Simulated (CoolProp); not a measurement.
p-xylene at several states: density (kg/m³) from the reference equation and from simpler models built on Tc = 343.0 °C, pc = 3.532 MPa, ω = 0.324; each cubic takes its own stable root.

The numbers come from the reference Helmholtz-energy equation of state, Zhou 2012 in CoolProp.

| T (°C) | p (MPa) | phase | reference |
|---|---|---|---|
| 252.65 | 7.51 | liquid | 647.6 |
| 278.65 | 0.0151 | gas | 0.3502 |
| 192.45 | 2.2 | liquid | 700.5 |

How far does each simpler model (van der Waals, Redlich-Kwong, Peng-Robinson) lie from the reference over these 3 states: mean and median of the absolute difference, and the worst?


- van der Waals: mean 26.8 %, median 38.2 %, worst -42.3 % at 192.45 °C and 2.2 MPa
- Redlich-Kwong: mean 11.4 %, median 16.5 %, worst -17.7 % at 192.45 °C and 2.2 MPa
- Peng-Robinson: mean 1.3 %, median 1.7 %, worst -2.1 % at 252.65 °C and 7.51 MPa
